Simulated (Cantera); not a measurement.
Input: 1 mol PbO, 2.8 mol H₂, equilibrated at 0.133 bar.

Method: chemical equilibrium by Gibbs-energy minimisation in Cantera with the NASA 1993 tables (ideal gas, pure condensed phases). Candidate condensed phases: H₂O, Pb, PbO, PbO₂, Pb₃O₄; 12 gas species. The numbers say what is thermodynamically allowed, not how fast it happens.

Task: Which condensed phases are stable at each of these points (T (K)): 500, 600, 700, 800, 900, 1000, 1100, 1200, 1300, 1400?

Result: 
| T (K) | condensed phases | Pb condensed (%) |
|---|---|---|
| 500 | Pb(s) | 100.0 |
| 600 | Pb(s) | 100.0 |
| 700 | Pb(l) | 100.0 |
| 800 | Pb(l) | 100.0 |
| 900 | Pb(l) | 100.0 |
| 1000 | Pb(l) | 100.0 |
| 1100 | Pb(l) | 99.7 |
| 1200 | Pb(l) | 98.6 |
| 1300 | Pb(l) | 94.4 |
| 1400 | Pb(l) | 80.4 |

From 500 K to 600 K the condensed part is Pb(s). From 700 K to 1400 K the condensed part is Pb(l).
